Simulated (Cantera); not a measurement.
An adiabatic, constant-pressure homogeneous reactor starts with 22.1 % CO, 17.9 % H2, 9.07 % O2, 34.2 % N2, 16.8 % H2O, at 1223 K and 10.0 bar.

Computed with Cantera and GRI-Mech 3.0 (53 species, 325 reactions). The hydrogen kinetics of GRI-Mech 3.0 are dated; newer H2 mechanisms differ, most at raised pressure.

One state of this run: T (K) = 2458; x CO = 0.154; x H2 = 0.0850; x O2 = 2.83e-5; x H2O2 = 3.18e-8; x O = 1.98e-5; x H = 0.00193; x OH = 0.00132. x: mole fraction; the columns are a selection and need not sum to one.

### Question
Which value of t (s) does it belong to?
(A) 4.28e-5
(B) 2.00e-6
(C) 9.25e-6
(D) 0.420

### Answer
D, 0.420
